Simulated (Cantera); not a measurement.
Input (Python, Cantera) and output of one run.

```python
import numpy as np
import cantera as ct

gas_names = [...]  # 113 gases of nasa_gas.yaml made of C, Cu, H, O
cond_names = """
    C(gr) C6H6(L) C7H8(L) C8H18(L),n-octa Cu(cr) Cu(L) CuO(s) CuO2H2(s) Cu2O(s) Cu2O(L) H2O(s) H2O(L)
""".split()


# ... load() reads the species with a 1 bar reference pressure and builds the phases ...
atoms = {
    'Cu': {'Cu': 1},
    'CO2': {'C': 1, 'O': 2},
    'H2': {'H': 2},
}
top_T = {'C(gr)': 4500, 'CuO(s)': 1390}  # K; cautious upper limits of use, not melting points


# ... equilibrate(T, P, feed) seeds the gas with the atoms and calls Mixture.equilibrate('TP', solver="vcs", rtol=1e-11, max_steps=5000) ...
results = []
feed = {'Cu': 1, 'CO2': 0.28, 'H2': 84}  # mol
for P in [10, 82, 670, 5500, 45000, 370000, 3000000]:
    for T in [750, 850, 950, 1050, 1150, 1250, 1350, 1450, 1550, 1650]:
        mix = equilibrate(T, P, feed)
        results.append((T, P, feed, dict(zip(mix.species_names, mix.species_moles))))

for T, P, feed, n in results:
    print(f"{T:7g} {P:10.4g}  " + (" + ".join(c for c in cond_names if n.get(c, 0) > 1e-12) or "gas only"))
```

It prints:

```
    750         10  Cu(cr)
    850         10  Cu(cr)
    950         10  Cu(cr)
   1050         10  Cu(cr)
   1150         10  Cu(cr)
   1250         10  Cu(cr)
   1350         10  Cu(cr)
   1450         10  gas only
   1550         10  gas only
   1650         10  gas only
    750         82  Cu(cr)
    850         82  Cu(cr)
    950         82  Cu(cr)
   1050         82  Cu(cr)
   1150         82  Cu(cr)
   1250         82  Cu(cr)
   1350         82  Cu(cr)
   1450         82  Cu(L)
   1550         82  gas only
   1650         82  gas only
    750        670  Cu(cr)
    850        670  Cu(cr)
    950        670  Cu(cr)
   1050        670  Cu(cr)
   1150        670  Cu(cr)
   1250        670  Cu(cr)
   1350        670  Cu(cr)
   1450        670  Cu(L)
   1550        670  Cu(L)
   1650        670  gas only
    750       5500  Cu(cr)
    850       5500  Cu(cr)
    950       5500  Cu(cr)
   1050       5500  Cu(cr)
   1150       5500  Cu(cr)
   1250       5500  Cu(cr)
   1350       5500  Cu(cr)
   1450       5500  Cu(L)
   1550       5500  Cu(L)
   1650       5500  Cu(L)
    750    4.5e+04  Cu(cr)
    850    4.5e+04  Cu(cr)
    950    4.5e+04  Cu(cr)
   1050    4.5e+04  Cu(cr)
   1150    4.5e+04  Cu(cr)
   1250    4.5e+04  Cu(cr)
   1350    4.5e+04  Cu(cr)
   1450    4.5e+04  Cu(L)
   1550    4.5e+04  Cu(L)
   1650    4.5e+04  Cu(L)
    750    3.7e+05  Cu(cr)
    850    3.7e+05  Cu(cr)
    950    3.7e+05  Cu(cr)
   1050    3.7e+05  Cu(cr)
   1150    3.7e+05  Cu(cr)
   1250    3.7e+05  Cu(cr)
   1350    3.7e+05  Cu(cr)
   1450    3.7e+05  Cu(L)
   1550    3.7e+05  Cu(L)
   1650    3.7e+05  Cu(L)
    750      3e+06  Cu(cr)
    850      3e+06  Cu(cr)
    950      3e+06  Cu(cr)
   1050      3e+06  Cu(cr)
   1150      3e+06  Cu(cr)
   1250      3e+06  Cu(cr)
   1350      3e+06  Cu(cr)
   1450      3e+06  Cu(L)
   1550      3e+06  Cu(L)
   1650      3e+06  Cu(L)
```

Equilibrium computed with Cantera from the NASA thermochemical tables; the gas is ideal and each condensed phase is pure.
